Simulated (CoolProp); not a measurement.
A single-stage vapour-compression cycle with isobutene: evaporating at 321.15 K (dew point), condensing at 388.15 K (bubble point), superheat 5 K, subcooling 2 K, compressor efficiency 0.65, no pressure losses. Each further row changes one setting.

Computed with CoolProp (reference Helmholtz-energy equation of state, Lemmon 2005). It is a short technical equation, of lower accuracy than the large ones.

```csv
case,cooling COP,pressure ratio,discharge temperature (K),refrigerating effect (kJ/kg),volumetric capacity (kJ/m³)
as stated,1.79,4.16,398.5,158,2180
evaporating temperature 326.15 K,2.05,3.67,397.9,164,2560
condensing temperature 383.15 K,2.09,3.80,393.3,174,2400
subcooling 7 K,1.98,4.16,398.5,174,2400
superheat 15 K,1.89,4.16,407.6,177,2330
compressor efficiency 0.55,1.51,4.16,404.4,158,2180
```
